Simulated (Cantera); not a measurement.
An isothermal, constant-pressure homogeneous reactor starts with 43.5 % NO, 56.5 % N2, at 1775 K and 100000 Pa.

Computed with Cantera and GRI-Mech 3.0 (53 species, 325 reactions).

x: mole fraction; the columns are a selection and need not sum to one.

| t (s) | x NO | x N2O | x O | x N2 | x NO2 | x O2 |
|---|---|---|---|---|---|---|
| 0.000700 | 0.435 | (withheld) | 1.72e-6 | 0.565 | 2.54e-5 | 4.78e-7 |
| 0.00170 | 0.435 | (withheld) | 3.35e-6 | 0.565 | 6.59e-5 | 4.46e-6 |
| 0.00414 | 0.434 | (withheld) | 5.95e-6 | 0.565 | 0.000136 | 4.29e-5 |
| 0.0101 | 0.434 | 7.75e-5 | 7.23e-6 | 0.566 | 0.000171 | 0.000232 |
| 0.0245 | 0.433 | 7.79e-5 | 7.61e-6 | 0.566 | 0.000181 | 0.000745 |
| 0.0596 | 0.430 | 7.69e-5 | 8.34e-6 | 0.567 | 0.000199 | 0.00199 |
| 0.145 | 0.424 | 7.46e-5 | 9.87e-6 | 0.570 | 0.000235 | 0.00498 |
| 0.352 | 0.410 | 6.94e-5 | 1.27e-5 | 0.577 | 0.000298 | 0.0120 |
| 0.857 | 0.379 | (withheld) | 1.75e-5 | 0.593 | 0.000384 | 0.0276 |
| 2.09 | 0.317 | (withheld) | 2.42e-5 | 0.624 | 0.000451 | 0.0584 |
| 5.07 | 0.221 | (withheld) | 3.19e-5 | 0.672 | 0.000419 | 0.106 |
| 12.3 | 0.118 | (withheld) | 3.86e-5 | 0.724 | 0.000270 | 0.158 |
| 30.0 | 0.0450 | (withheld) | 4.26e-5 | 0.760 | 0.000114 | 0.195 |

**Question.** Complete the blanks.

**Answer.** 
- 0.000700, x N2O: 2.10e-5
- 0.00170, x N2O: 4.17e-5
- 0.00414, x N2O: 6.62e-5
- 0.857, x N2O: 5.88e-5
- 2.09, x N2O: 4.08e-5
- 5.07, x N2O: 1.97e-5
- 12.3, x N2O: 5.64e-6
- 30.0, x N2O: 9.96e-7
